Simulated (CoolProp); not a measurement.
Propylene at 293.15 K and 1.61 MPa is throttled through a valve to 0.107 MPa with no heat exchange. Each further row changes one setting.

Model: reference Helmholtz-energy equation of state, Lemmon 2013, in CoolProp.

```json
[
 {"case": "as stated", "temperature change (K)": "-66.4", "final phase": "?", "final density (kg/m³)": "?"},
 {"case": "outlet pressure 0.0321 MPa", "temperature change (K)": "?", "final phase": "?", "final density (kg/m³)": "?"},
 {"case": "outlet pressure 0.139 MPa", "temperature change (K)": "?", "final phase": "?", "final density (kg/m³)": "?"}
]
```

Problem. Complete the blanks.

Solution. 
- as stated, final phase: two-phase, vapour fraction 0.361
- as stated, final density (kg/m³): 6.83
- outlet pressure 0.0321 MPa, temperature change (K): -90.1
- outlet pressure 0.0321 MPa, final phase: two-phase, vapour fraction 0.451
- outlet pressure 0.0321 MPa, final density (kg/m³): 1.80
- outlet pressure 0.139 MPa, temperature change (K): -60.4
- outlet pressure 0.139 MPa, final phase: two-phase, vapour fraction 0.336
- outlet pressure 0.139 MPa, final density (kg/m³): 9.33
